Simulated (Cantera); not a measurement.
# Transport properties of process gases

Gas mixture: 52.0 % N₂, 48.0 % NO, at 0.0133 bar, frozen composition.

Cantera's kinetic-theory transport with the Lennard-Jones parameters of GRI-Mech 3.0, ideal gas; thermal conductivity in the mixture-averaged form. The composition is frozen, though it would react at the higher temperatures.

| T (K) | ρ (kg/m³) | cp (J/kg/K) | μ (µPa s) | λ (mW/m/K) | Pr | D (cm²/s) H₂O | D (cm²/s) C₂H₂ | D (cm²/s) CO₂ |
|---|---|---|---|---|---|---|---|---|
| 400 | 0.0116 | 1023 | 22.7 | 32.6 | 0.713 | 29.9 | 21.2 | 20.1 |
| 650 | 0.00715 | 1069 | 31.8 | 48.2 | 0.704 | 73.5 | 49.4 | 47.0 |
| 900 | 0.00516 | 1131 | 39.4 | 63.0 | 0.707 | 131 | 85.9 | 81.9 |
| 1150 | 0.00404 | 1174 | 46.2 | 76.8 | 0.707 | 200 | 130 | 124 |
| 1400 | 0.00332 | 1206 | 52.5 | 89.7 | 0.706 | 280 | 180 | 172 |
| 1650 | 0.00281 | 1230 | 58.4 | 102 | 0.705 | 370 | 237 | 227 |
D: mixture-averaged diffusion coefficient of that species in the mixture.
